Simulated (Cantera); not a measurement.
An isothermal, constant-pressure homogeneous reactor starts with 43.0 % H₂, 35.8 % O₂, 21.1 % N₂, equivalence ratio 0.60, at 1200 K and 0.980 bar.

Computed with Cantera and GRI-Mech 3.0 (53 species, 325 reactions). The temperature is held fixed by assumption; the heat of reaction is taken as removed at once.

One state of this run: x H₂ = 6.91e-6; x O₂ = 0.183; x H = 1.21e-9; x OH = 6.11e-6; x N₂O = 4.99e-8. x: mole fraction; the columns are a selection and need not sum to one.

**Question.** Which value of t (s) does it belong to?
(A) 1.94e-5
(B) 0.0335
(C) 9.00
(D) 3.00e-6

**Answer.** B, 0.0335
